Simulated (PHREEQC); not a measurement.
A PHREEQC speciation (ion-association model, wateq4f.dat) at 42 °C gives pH 2.04 and these molalities:

```tsv
species	mol/kgw
Cl-	0.105
Mn+2	0.0936
MnSO4	0.0667
SO4-2	0.0620
HSO4-	0.0252
Ni+2	0.0222
NiSO4	0.0160
H+	0.0118
MnCl+	0.00953
NiCl+	0.00144
NiCl2	0.000233
MnCl2	0.000175
Ni(SO4)2-2	3.92e-5
MnCl3-	5.29e-6
```

Problem. What are the element totals, and what could have been dissolved in 1 kg of water to give them?

Solution. Several could match; the one computed here: totals Cl 0.117, Mn(2) 0.170, Ni 0.0400, S(6) 0.170 mol/kgw, from 0.17 mol MnSO4, 0.04 mol NiCl2 and 0.037 mol HCl per kg of water.

Precipitation was switched off in this run. Constants without temperature data keep their 25 °C values here.
